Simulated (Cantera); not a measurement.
Cantera run:

```python
import numpy as np
import cantera as ct

gas_names = """
    CL CLO CL2 H HCL HOCL HO2 H2 H2O H2O2 O OH O2 O3 Si SiCL SiCL2 SiCL3 SiCL4 SiH SiHCL3 SiH2 SiH2CL2
    SiH3 SiH3CL SiH4 SiO SiO2 Si2 Si3
""".split()
cond_names = """
    H2O(s) H2O(L) Si(cr) Si(L) SiO2(Lqz) SiO2(hqz) SiO2(L)
""".split()


def load(file, names, dense=False):
    # The tables refer to 1 bar. Condensed volumes are neglected.
    table = {s.name: s for s in ct.Species.list_from_file(file)}
    out = []
    for n in names:
        d = dict(table[n].input_data)
        d["thermo"] = dict(d["thermo"], **{"reference-pressure": 1e5})
        if dense:
            d["equation-of-state"] = {"model": "constant-volume", "density": "1e6 g/cm^3"}
        out.append(ct.Species.from_dict(d))
    return out


gas = ct.Solution(thermo="ideal-gas", species=load("nasa_gas.yaml", gas_names))
cond = {s.name: ct.Solution(thermo="fixed-stoichiometry", species=[s], name=s.name)
        for s in load("nasa_condensed.yaml", cond_names, dense=True)}
atoms = {
    'SiCl4': {'Si': 1, 'CL': 4},
    'H2O': {'H': 2, 'O': 1},
    'H2': {'H': 2},
}
top_T = {}  # K; cautious upper limits of use, not melting points


def equilibrate(T, P, feed):
    n = {}
    for name, mol in feed.items():
        for a, k in atoms[name].items():
            n[a] = n.get(a, 0.0) + k * mol
    gas.TPX = T, P, n
    mass = sum(n.values()) * gas.mean_molecular_weight
    gas.equilibrate("TP")
    valid = [c for c in cond.values() if c.min_temp <= T <= top_T.get(c.name, c.max_temp)]
    mix = ct.Mixture([(gas, mass / gas.mean_molecular_weight)] + [(c, 0.0) for c in valid])
    mix.T, mix.P = T, P
    mix.equilibrate("TP", solver="vcs", rtol=1e-11, max_steps=5000)
    return mix


results = []
feed = {'SiCl4': 1, 'H2O': 2.7, 'H2': 50}  # mol
T = 1825  # K
for P in [5, 15, 45, 140, 410, 1200, 3700, 11000, 33000, 100000]:
    mix = equilibrate(T, P, feed)
    results.append((T, P, feed, dict(zip(mix.species_names, mix.species_moles))))
    x = sorted(zip(gas.X, gas.species_names), reverse=True)
    print(f"T = {T:g} K  P = {P:g} Pa  gas = {mix.phase_moles(0):.4g} mol")
    print("   x: " + "  ".join(f"{s} {v:.3e}" for v, s in x if v > 1e-05))
    print("   condensed (mol): " + ("  ".join(f"{mix.phase(i).name} {mix.phase_moles(i):.4g}"
          for i in range(1, mix.n_phases) if mix.phase_moles(i) > 1e-12) or "none"))
```

Result:

```
T = 1825 K  P = 5 Pa  gas = 57.43 mol
   x: H2 8.267e-01  HCL 6.619e-02  H 5.663e-02  H2O 2.945e-02  SiO 1.741e-02  CL 3.458e-03  OH 1.410e-04
   condensed (mol): none
T = 1825 K  P = 15 Pa  gas = 56.7 mol
   x: H2 8.487e-01  HCL 6.851e-02  H 3.313e-02  H2O 2.990e-02  SiO 1.764e-02  CL 2.039e-03  OH 8.157e-05
   condensed (mol): none
T = 1825 K  P = 45 Pa  gas = 56.28 mol
   x: H2 8.617e-01  HCL 6.988e-02  H2O 3.016e-02  H 1.927e-02  SiO 1.777e-02  CL 1.192e-03  OH 4.715e-05
   condensed (mol): none
T = 1825 K  P = 140 Pa  gas = 56.03 mol
   x: H2 8.694e-01  HCL 7.071e-02  H2O 3.031e-02  SiO 1.785e-02  H 1.097e-02  CL 6.807e-04  OH 2.675e-05
   condensed (mol): none
T = 1825 K  P = 410 Pa  gas = 55.89 mol
   x: H2 8.737e-01  HCL 7.117e-02  H2O 3.040e-02  SiO 1.789e-02  H 6.429e-03  CL 3.994e-04  OH 1.564e-05
   condensed (mol): none
T = 1825 K  P = 1200 Pa  gas = 55.43 mol
   x: H2 8.892e-01  HCL 7.193e-02  H2O 2.371e-02  SiO 1.109e-02  H 3.791e-03  CL 2.339e-04
   condensed (mol): SiO2(L) 0.3854
T = 1825 K  P = 3700 Pa  gas = 55.03 mol
   x: H2 9.026e-01  HCL 7.255e-02  H2O 1.763e-02  SiO 4.910e-03  H 2.175e-03  CL 1.333e-04
   condensed (mol): SiO2(L) 0.7298
T = 1825 K  P = 11000 Pa  gas = 54.85 mol
   x: H2 9.091e-01  HCL 7.285e-02  H2O 1.475e-02  SiO 1.988e-03  H 1.266e-03  CL 7.738e-05
   condensed (mol): SiO2(L) 0.891
T = 1825 K  P = 33000 Pa  gas = 54.76 mol
   x: H2 9.120e-01  HCL 7.300e-02  H2O 1.351e-02  H 7.321e-04  SiO 7.258e-04  CL 4.469e-05
   condensed (mol): SiO2(L) 0.9602
T = 1825 K  P = 100000 Pa  gas = 54.73 mol
   x: H2 9.132e-01  HCL 7.307e-02  H2O 1.304e-02  H 4.209e-04  SiO 2.484e-04  CL 2.568e-05
   condensed (mol): SiO2(L) 0.9864
```

Cantera equilibrium calculation (NASA polynomials, part measured and part estimated; ideal gas, pure solids and liquids). The tables hold silica as quartz up to 1696 K and as liquid above; real silica turns to tridymite and cristobalite and melts near 1996 K. Gases not in the tables: Si(OH)4.
